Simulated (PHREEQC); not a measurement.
A solution holds 0.014 mol Pb(NO3)2, 0.0056 mol MgSO4 and 0.0047 mol HCl per kg of water, at 25 °C. Closed to the air; pH follows from the charge balance.

The numbers come from PHREEQC with the ion-association model, phreeqc.dat.

| Quantity | Result |
|---|---|
| pH | 2.44 |
| ionic strength | 0.0519 mol/kgw |
| density | 1.002 g/cm³ |
| total alkalinity | -4.70 meq/kg |

| species | molality | activity | log γ |
|---|---|---|---|
| NO3- | 0.0264 | 0.0212 | -0.095 |
| Pb+2 | 0.00934 | 0.00420 | -0.347 |
| Mg+2 | 0.00504 | 0.00242 | -0.319 |
| H+ | 0.00427 | 0.00364 | -0.069 |
| Cl- | 0.00403 | 0.00327 | -0.090 |
| PbSO4 | 0.00235 | 0.00238 | 0.005 |
| SO4-2 | 0.00220 | 0.00101 | -0.340 |
| PbNO3+ | 0.00161 | 0.00132 | -0.087 |
| PbCl+ | 0.000668 | 0.000547 | -0.087 |
| MgSO4 | 0.000563 | 0.000569 | 0.005 |
| HSO4- | 0.000434 | 0.000355 | -0.087 |
| Pb(SO4)2-2 | 2.78e-5 | 1.25e-5 | -0.347 |
| PbCl2 | 2.80e-6 | 2.83e-6 | 0.005 |
| PbOH+ | 2.75e-8 | 2.25e-8 | -0.087 |
| Pb2OH+3 | 1.28e-8 | 2.12e-9 | -0.780 |

No solid was allowed to form. Saturation is exceeded, for instance for Anglesite; the values hold only as long as no solid forms.
